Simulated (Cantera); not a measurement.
An adiabatic, constant-pressure homogeneous reactor starts with CO : H2 : O2 : N2 : H2O = 1 : 0.35 : 1.93 : 23.1 : 3.8 (molar parts), equivalence ratio 0.35, at 1225 K and 0.470 bar.

Cantera simulation using GRI-Mech 3.0 (53 species, 325 reactions); the numbers are that mechanism's predictions, not measurements.

x: mole fraction; the columns are a selection and need not sum to one.

```json
[
 {"t (s)": "9.00e-6", "T (K)": "1225", "x CO": "0.0331", "x H2": "0.0116", "x O2": "0.0639", "x N2O": "<1e-12", "x OH": "1.98e-10", "x NO2": "<1e-12", "x O": "6.25e-10"},
 {"t (s)": "1.96e-5", "T (K)": "1225", "x CO": "0.0331", "x H2": "0.0116", "x O2": "0.0639", "x N2O": "<1e-12", "x OH": "6.88e-10", "x NO2": "<1e-12", "x O": "1.41e-9"},
 {"t (s)": "4.29e-5", "T (K)": "1225", "x CO": "0.0331", "x H2": "0.0116", "x O2": "0.0639", "x N2O": "<1e-12", "x OH": "2.77e-9", "x NO2": "<1e-12", "x O": "4.24e-9"},
 {"t (s)": "9.35e-5", "T (K)": "1225", "x CO": "0.0331", "x H2": "0.0116", "x O2": "0.0639", "x N2O": "<1e-12", "x OH": "(withheld)", "x NO2": "<1e-12", "x O": "(withheld)"},
 {"t (s)": "0.000204", "T (K)": "1225", "x CO": "0.0331", "x H2": "0.0116", "x O2": "0.0639", "x N2O": "6.14e-12", "x OH": "1.15e-6", "x NO2": "<1e-12", "x O": "1.52e-6"},
 {"t (s)": "0.000445", "T (K)": "1251", "x CO": "(withheld)", "x H2": "(withheld)", "x O2": "0.0590", "x N2O": "(withheld)", "x OH": "(withheld)", "x NO2": "1.13e-11", "x O": "(withheld)"},
 {"t (s)": "0.000972", "T (K)": "1447", "x CO": "0.00738", "x H2": "0.00268", "x O2": "0.0462", "x N2O": "1.14e-7", "x OH": "0.00250", "x NO2": "2.32e-10", "x O": "0.00184"},
 {"t (s)": "0.00212", "T (K)": "1538", "x CO": "0.000941", "x H2": "0.000797", "x O2": "0.0427", "x N2O": "1.84e-7", "x OH": "0.00161", "x NO2": "7.46e-10", "x O": "0.000505"},
 {"t (s)": "0.00463", "T (K)": "1557", "x CO": "0.000183", "x H2": "0.000166", "x O2": "0.0425", "x N2O": "2.52e-7", "x OH": "0.000766", "x NO2": "1.59e-9", "x O": "0.000104"},
 {"t (s)": "0.0101", "T (K)": "1561", "x CO": "4.05e-5", "x H2": "4.02e-5", "x O2": "0.0425", "x N2O": "2.61e-7", "x OH": "0.000384", "x NO2": "2.00e-9", "x O": "2.56e-5"},
 {"t (s)": "0.0220", "T (K)": "1562", "x CO": "1.08e-5", "x H2": "1.24e-5", "x O2": "0.0425", "x N2O": "1.93e-7", "x OH": "0.000216", "x NO2": "1.84e-9", "x O": "8.06e-6"},
 {"t (s)": "0.0481", "T (K)": "1563", "x CO": "4.21e-6", "x H2": "5.64e-6", "x O2": "0.0425", "x N2O": "8.93e-8", "x OH": "0.000147", "x NO2": "1.80e-9", "x O": "3.70e-6"},
 {"t (s)": "0.105", "T (K)": "1563", "x CO": "2.98e-6", "x H2": "4.32e-6", "x O2": "0.0425", "x N2O": "3.56e-8", "x OH": "0.000128", "x NO2": "1.85e-9", "x O": "2.83e-6"},
 {"t (s)": "0.229", "T (K)": "1563", "x CO": "2.91e-6", "x H2": "4.24e-6", "x O2": "0.0425", "x N2O": "3.04e-8", "x OH": "0.000127", "x NO2": "1.86e-9", "x O": "2.78e-6"},
 {"t (s)": "0.500", "T (K)": "1563", "x CO": "2.91e-6", "x H2": "4.24e-6", "x O2": "0.0425", "x N2O": "3.03e-8", "x OH": "0.000127", "x NO2": "1.89e-9", "x O": "2.78e-6"}
]
```

Question: Some entries are withheld; supply them.

Answer: 
- 9.35e-5, x OH: 2.16e-8
- 9.35e-5, x O: 2.93e-8
- 0.000445, x CO: 0.0302
- 0.000445, x H2: 0.00553
- 0.000445, x N2O: 1.26e-8
- 0.000445, x OH: 0.00125
- 0.000445, x O: 0.00162
